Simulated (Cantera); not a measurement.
## SF6 + H2 + N2 (abatement and gas-phase synthesis)

Feed: 1 mol SF6, 0.038 mol H2, 11 mol N2, at 10000 Pa.

Method: chemical equilibrium by Gibbs-energy minimisation in Cantera with the NASA 1993 tables (ideal gas, pure condensed phases). Candidate condensed phases: S; 35 gas species. The tables' values for S2F2 (SSF2), SF3, FS2F (FSSF) are old estimates; treat these amounts as uncertain. Rates play no part.

```json
[
 {"T (K)": "2248", "log p N2": "-1.17", "log p F": "-1.57", "log p S": "-3.61", "log p SF2": "-2.43", "log p SF": "-2.93", "log p S2": "-3.47", "log p HF": "-3.34", "log p S2F2 (SSF2)": "-4.08"},
 {"T (K)": "2448", "log p N2": "-1.20", "log p F": "-1.51", "log p S": "-2.93", "log p SF2": "-3.04", "log p SF": "-2.87", "log p S2": "-2.94", "log p HF": "-3.36", "log p S2F2 (SSF2)": "-4.73"},
 {"T (K)": "2648", "log p N2": "-1.20", "log p F": "-1.49", "log p S": "-2.59", "log p SF2": "-3.88", "log p SF": "-3.08", "log p S2": "-2.97", "log p HF": "-3.37", "log p S2F2 (SSF2)": "-5.84"},
 {"T (K)": "2848", "log p N2": "-1.21", "log p F": "-1.48", "log p S": "-2.40", "log p SF2": "-4.73", "log p SF": "-3.39", "log p S2": "-3.21", "log p HF": "-3.37", "log p S2F2 (SSF2)": "-7.02"},
 {"T (K)": "3048", "log p N2": "-1.21", "log p F": "-1.48", "log p S": "-2.32", "log p SF2": "-5.55", "log p SF": "-3.73", "log p S2": "-3.56", "log p HF": "-3.38", "log p S2F2 (SSF2)": "-8.20"},
 {"T (K)": "3248", "log p N2": "-1.21", "log p F": "-1.48", "log p S": "-2.28", "log p SF2": "-6.31", "log p SF": "-4.07", "log p S2": "-3.95", "log p HF": "-3.39", "log p S2F2 (SSF2)": "-9.32"},
 {"T (K)": "3448", "log p N2": "-1.21", "log p F": "-1.48", "log p S": "-2.27", "log p SF2": "-7.00", "log p SF": "-4.39", "log p S2": "-4.33", "log p HF": "-3.42", "log p S2F2 (SSF2)": "-10.34"}
]
```
log p: log10 of the partial pressure in bar; nothing condenses.

From 2248 K to 3448 K nothing is condensed.
